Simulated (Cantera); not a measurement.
Cantera run:

```python
import numpy as np
import cantera as ct

gas_names = """
    C CO CO2 C2 C2O C3 C3O2 C4 C5 O O2 O3 Ta TaO TaO2
""".split()
cond_names = """
    C(gr) Ta(cr) Ta(L) TaC(s) TaC(L) Ta2O5(s) Ta2O5(L)
""".split()


# ... load() reads the species with a 1 bar reference pressure and builds the phases ...
atoms = {
    'Ta2O5': {'Ta': 2, 'O': 5},
    'C': {'C': 1},
    'CO': {'C': 1, 'O': 1},
}
top_T = {'C(gr)': 4500}  # K; cautious upper limits of use, not melting points


# ... equilibrate(T, P, feed) seeds the gas with the atoms and calls Mixture.equilibrate('TP', solver="vcs", rtol=1e-11, max_steps=5000) ...
results = []
feed = {'Ta2O5': 1, 'C': 5.3, 'CO': 0.095}  # mol
P = 61000  # Pa
for T in [1200, 1350, 1500, 1650, 1800, 1950, 2100, 2250]:
    mix = equilibrate(T, P, feed)
    results.append((T, P, feed, dict(zip(mix.species_names, mix.species_moles))))

top = {s: max(r[3][s] / sum(r[3][g] for g in gas_names) for r in results) for s in gas_names}
cols = sorted((s for s in top if top[s] > 1e-05), key=lambda s: -top[s])[:6]
seen = [c for c in cond_names if any(r[3].get(c, 0) > 1e-12 for r in results)]
print("log10 of partial pressures in bar; condensed amounts in mol")
print(f"{'T/K':>10s}" + "".join(f"{s[:9]:>10s}" for s in cols + seen))
for T, P, feed, n in results:
    ng = sum(n[g] for g in gas_names)
    print(f"{T:10.4g}" + "".join(f"{np.log10(max(n[s] / ng * P / 1e5, 1e-99)):10.3f}" for s in cols)
          + "".join(f"{n.get(c, 0):10.4g}" for c in seen))
```

It prints:

```
log10 of partial pressures in bar; condensed amounts in mol
       T/K        CO       CO2      TaO2     C(gr)    TaC(s)  Ta2O5(s)  Ta2O5(L)
      1200    -0.220    -2.163   -18.041     5.301         0         1         0
      1350    -0.215    -2.953   -14.460         0     1.516    0.2418         0
      1500    -0.215    -2.960   -11.926         0     1.516    0.2419         0
      1650    -0.215    -2.964    -9.866         0     1.516    0.2419         0
      1800    -0.215    -2.968    -8.161         0     1.516    0.2419         0
      1950    -0.215    -2.970    -6.728         0     1.516    0.2419         0
      2100    -0.215    -2.980    -5.535         0     1.516         0    0.2419
      2250    -0.215    -3.010    -4.574         0     1.516         0    0.2419
```

Equilibrium computed with Cantera from the NASA thermochemical tables; the gas is ideal and each condensed phase is pure. Mutual solubility and eutectic melting of coexisting phases are not modelled. TaC: taken at fixed stoichiometry. Condensed phases not in the tables: Ta2C.
